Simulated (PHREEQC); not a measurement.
# Alkaline etch or developer with brine: speciation

Solution A (0.0056 mol/kgw NaOH, 0.0014 mol/kgw K2SiO3 and 0.069 mol/kgw (CH3)4NCl) is mixed with solution B (100 mmol/kgw NaBr, 1.4 mmol/kgw SrCl2 and 0.0013 mmol/kgw H4SiO4) at 25 °C; shares are by mass of water, 1 kg in all. Oxygen alone is held at its pressure in air (log pO2 = -0.68). No CO2 enters from the air. Only these solids could form: SiO2(a), Halite, Sylvite.

Computed with PHREEQC (ion-association model, phreeqc.dat).

**Question.** Predict pH at share of solution B = 0, 0.8, 0.9.

**Answer.** 
| share of solution B | pH |
|---|---|
| 0 | 11.73 |
| 0.8 | 11.03 |
| 0.9 | 10.73 |

(CH3)4N+ isn't in the database: it is added as a free cation with an ion size of 4 Å.
